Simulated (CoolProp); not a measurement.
Cyclohexane along the isobar 22600 kPa: Z from the reference equation and from simpler models built on Tc = 280.5 °C, pc = 4081 kPa, ω = 0.209; each cubic takes its own stable root.

Computed with CoolProp (reference Helmholtz-energy equation of state, Zhou 2014).

```csv
T (°C),phase,reference
212.55,liquid,0.7473
224.75,liquid,0.7422
237.05,liquid,0.7379
249.25,liquid,0.7346
261.45,liquid,0.7322
273.65,liquid,0.7306
285.85,supercritical,0.7299
298.05,supercritical,0.7300
310.25,supercritical,0.7311
322.45,supercritical,0.7329
334.65,supercritical,0.7357
346.85,supercritical,0.7393
```

### Question
How far does each simpler model (Redlich-Kwong, Soave-Redlich-Kwong, Peng-Robinson) lie from the reference over these 12 states: mean and median of the absolute difference, and the worst?

### Answer
- Redlich-Kwong: mean 5.1 %, median 5.2 %, worst +5.8 % at 212.55 °C and 22600 kPa
- Soave-Redlich-Kwong: mean 5.3 %, median 5.2 %, worst +6.3 % at 346.85 °C and 22600 kPa
- Peng-Robinson: mean 5.4 %, median 5.5 %, worst -6.7 % at 212.55 °C and 22600 kPa
